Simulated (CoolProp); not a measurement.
Vapour-liquid equilibrium of R22 (1) + c-C4F8 (RC318) (2) at 284.2 K; x and y are mole fractions of (1).

Values from CoolProp's multi-fluid Helmholtz-energy mixture model, Kamei 1995 and Platzer 1990; pair parameters Bell 2016. This equation is an older, rougher fit; its heat capacities, sound speeds and derivatives of the liquid may be far off and weren't checked against measurements.

| x | bubble pressure (MPa) | y at the bubble point | dew pressure at overall composition x (MPa) | liquid density (mol/L) |
|---|---|---|---|---|
| 0.05 | 0.2116 | 0.122 | 0.2012 | 7.968 |
| 0.15 | 0.2694 | 0.387 | 0.2161 | … |
| 0.25 | 0.3511 | 0.588 | 0.2350 | 8.827 |
| 0.35 | 0.4380 | … | 0.2590 | 9.297 |
| 0.45 | 0.5139 | … | 0.2901 | 9.807 |
| 0.55 | 0.5717 | 0.831 | 0.3316 | 10.37 |
| 0.65 | … | 0.862 | 0.3894 | 11.02 |
| 0.75 | 0.6445 | 0.888 | 0.4744 | 11.77 |
| 0.85 | 0.6710 | 0.918 | 0.5975 | 12.66 |
| 0.95 | 0.6944 | … | 0.6890 | 13.75 |

**Question.** Some entries are withheld; supply them.

**Answer.** 
- 0.15, liquid density (mol/L): 8.387
- 0.35, y at the bubble point: 0.712
- 0.45, y at the bubble point: 0.786
- 0.65, bubble pressure (MPa): 0.6132
- 0.95, y at the bubble point: 0.964

No azeotrope shows between x = 0.05 and 0.95.

The pair parameters rest on a limited set of measurements; away from them the model extrapolates. The gap from Raoult's law changes sign with composition, which may be real or a fault of the pair parameters; it wasn't checked against measurements.
